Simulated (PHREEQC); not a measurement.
A solution holds 0.0014 mol/kgw Cu(BF4)2, 0.00021 mol/kgw HCl and 0.037 mol/kgw KCl, at 25 °C. Closed to the air; pH follows from the charge balance.

Computed with PHREEQC (ion-association model, wateq4f.dat).

Question: The ionic strength comes out as 0.0422 mol/kgw. What activity coefficients do K+, H+, BF2(OH)2-, Cu+2, BF3OH- get?

Answer: K+ 0.82, H+ 0.86, BF2(OH)2- 0.81, Cu+2 0.50, BF3OH- 0.81.

Precipitation was switched off in this run. Real BF4- forms and hydrolyses slowly; the run takes it at equilibrium.
